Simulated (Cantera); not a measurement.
A Cantera script and its output.

```python
import numpy as np
import cantera as ct

gas = ct.Solution("gri30.yaml")
gas.TPX = 1350, 500000, {'CO': 1, 'H2': 0.3, 'CH4': 0.084, 'O2': 0.408, 'N2': 1.53}
reactor = ct.IdealGasConstPressureReactor(gas, energy="on", clone=False)
net = ct.ReactorNet([reactor])
net.rtol, net.atol = 1e-08, 1e-16
show = ['CO', 'H2', 'CH4', 'HO2', 'C2H2', 'NO']
times = np.geomspace(2e-06, 5, 12)

steps = ct.SolutionArray(gas, extra=["t"])
rows = []
print(f"{'t/s':>10s}{'T/K':>9s}{'P/Pa':>11s}" + "".join(f"{s:>11s}" for s in show))
for t in times:
    while net.time < t:
        t_next = net.step()
        steps.append(gas.state, t=t_next)
    rows.append([np.interp(t, steps.t, y) for y in (steps.T, steps.P, *steps(*show).X.T)])
    print(f"{t:10.3e}{rows[-1][0]:9.1f}{rows[-1][1]:11.4g}" + "".join(f"{x:11.3e}" for x in rows[-1][2:]))
rate = np.gradient(steps.T, steps.t)
print("integrator steps:", len(steps.t))
if steps.T.max() > steps.T[0] + 200:
    print(f"time of steepest temperature rise: {steps.t[rate.argmax()]:.4e} s")
gas.TPX = 1350, 500000, {'CO': 1, 'H2': 0.3, 'CH4': 0.084, 'O2': 0.408, 'N2': 1.53}
gas.equilibrate("HP")
print(f"equilibrium (HP): T = {gas.T:.1f} K  " + "  ".join(f"{s} {gas[s].X[0]:.3e}" for s in show))
```

Result:

```
       t/s      T/K       P/Pa         CO         H2        CH4        HO2       C2H2         NO
 2.000e-06   1350.0      5e+05  3.010e-01  9.031e-02  2.529e-02  2.925e-07  1.992e-17  3.534e-16
 7.632e-06   1350.4      5e+05  3.010e-01  9.022e-02  2.522e-02  1.927e-05  8.512e-13  9.861e-13
 2.913e-05   2438.9      5e+05  2.381e-01  3.511e-02  5.990e-13  6.851e-06  5.765e-16  5.926e-05
 1.112e-04   2796.3      5e+05  2.344e-01  3.277e-02  1.781e-12  9.448e-07  1.753e-14  4.299e-04
 4.242e-04   2796.6      5e+05  2.347e-01  3.293e-02  1.995e-12  8.525e-07  1.962e-14  1.155e-03
 1.619e-03   2792.2      5e+05  2.350e-01  3.313e-02  2.063e-12  8.159e-07  2.007e-14  1.950e-03
 6.178e-03   2791.9      5e+05  2.351e-01  3.314e-02  2.067e-12  8.136e-07  2.010e-14  2.001e-03
 2.357e-02   2791.9      5e+05  2.351e-01  3.314e-02  2.067e-12  8.136e-07  2.010e-14  2.001e-03
 8.997e-02   2791.9      5e+05  2.351e-01  3.314e-02  2.067e-12  8.136e-07  2.010e-14  2.001e-03
 3.433e-01   2791.9      5e+05  2.351e-01  3.314e-02  2.067e-12  8.136e-07  2.010e-14  2.001e-03
 1.310e+00   2791.9      5e+05  2.351e-01  3.314e-02  2.067e-12  8.136e-07  2.010e-14  2.001e-03
 5.000e+00   2791.9      5e+05  2.351e-01  3.314e-02  2.067e-12  8.136e-07  2.010e-14  2.001e-03
integrator steps: 1600
time of steepest temperature rise: 2.3493e-05 s
equilibrium (HP): T = 2791.9 K  CO 2.351e-01  H2 3.314e-02  CH4 2.404e-12  HO2 8.136e-07  C2H2 2.117e-14  NO 2.001e-03
```

Model: GRI-Mech 3.0 (53 species, 325 reactions), integrated in Cantera.
